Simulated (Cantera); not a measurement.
A Cantera script and what it prints.

```python
import numpy as np
import cantera as ct

gas_names = """
    H2S Mg H
""".split()
cond_names = """
    MgS(s) Mg(cr) Mg(L) S(cr1) S(cr2) S(L)
""".split()


# ... load() reads the species with a 1 bar reference pressure and builds the phases ...
species = {s.name: s for s in load("nasa_gas.yaml", gas_names) + load("nasa_condensed.yaml", cond_names)}
# Each term lists the table entries of one substance; the one whose range holds T is used.
reactions = {
    'H2S(g) + Mg(g) = MgS + 2 H(g)':
        [(-1, ['H2S']), (-1, ['Mg']), (1, ['MgS(s)']), (2, ['H'])],
    'Mg + S = MgS':
        [(-1, ['Mg(cr)', 'Mg(L)']), (-1, ['S(cr1)', 'S(cr2)', 'S(L)']), (1, ['MgS(s)'])],
    'Mg + H2S(g) = MgS + 2 H(g)':
        [(-1, ['Mg(cr)', 'Mg(L)']), (-1, ['H2S']), (1, ['MgS(s)']), (2, ['H'])],
}


def pick(names, T):
    return next(species[n] for n in names if species[n].thermo.min_temp <= T <= species[n].thermo.max_temp)


results = []
for label, terms in reactions.items():
    print(label)
    print("     T/K   dH/kJ  dS/(J/K)   dG/kJ   log10 K")
    for T in [300, 423, 523, 623, 723, 823, 923, 1023]:
        used = [(nu, pick(names, T)) for nu, names in terms]
        dH = sum(nu * s.thermo.h(T) for nu, s in used) / 1e6
        dS = sum(nu * s.thermo.s(T) for nu, s in used) / 1e3
        dG = dH - T * dS / 1e3
        logK = -dG * 1e6 / (ct.gas_constant * T * np.log(10))
        results.append((label, T, dH, dS, dG, logK, [s.name for _, s in used]))
        print(f"{T:8g} {dH:8.1f} {dS:8.1f} {dG:8.1f} {logK:8.2f}")
```

Output:

```
H2S(g) + Mg(g) = MgS + 2 H(g)
     T/K   dH/kJ  dS/(J/K)   dG/kJ   log10 K
     300    -36.3    -74.5    -13.9     2.43
     423    -32.3    -63.2     -5.5     0.68
     523    -29.0    -56.3      0.5    -0.05
     623    -25.8    -50.7      5.8    -0.49
     723    -22.7    -46.1     10.6    -0.77
     823    -19.7    -42.3     15.0    -0.95
     923    -16.9    -39.0     19.1    -1.08
    1023    -14.2    -36.2     22.9    -1.17
Mg + S = MgS
     T/K   dH/kJ  dS/(J/K)   dG/kJ   log10 K
     300   -345.7    -14.3   -341.4    59.45
     423   -348.6    -21.7   -339.4    41.91
     523   -350.4    -25.6   -337.0    33.66
     623   -352.0    -28.3   -334.3    28.03
     723   -353.0    -29.9   -331.4    23.94
     823   -354.0    -31.2   -328.4    20.84
     923   -355.4    -32.7   -325.2    18.40
    1023   -365.3    -43.4   -320.9    16.39
Mg + H2S(g) = MgS + 2 H(g)
     T/K   dH/kJ  dS/(J/K)   dG/kJ   log10 K
     300    110.8     41.6     98.3   -17.12
     423    114.2     51.2     92.6   -11.43
     523    116.9     56.8     87.2    -8.71
     623    119.4     61.1     81.3    -6.81
     723    121.6     64.5     75.0    -5.42
     823    123.7     67.2     68.4    -4.34
     923    125.4     69.2     61.6    -3.48
    1023    118.4     61.5     55.5    -2.83
```

Source: NASA polynomial tables (part measured, part estimated), evaluated in Cantera. Condensed species are held in their standard states even where they would react or evaporate.
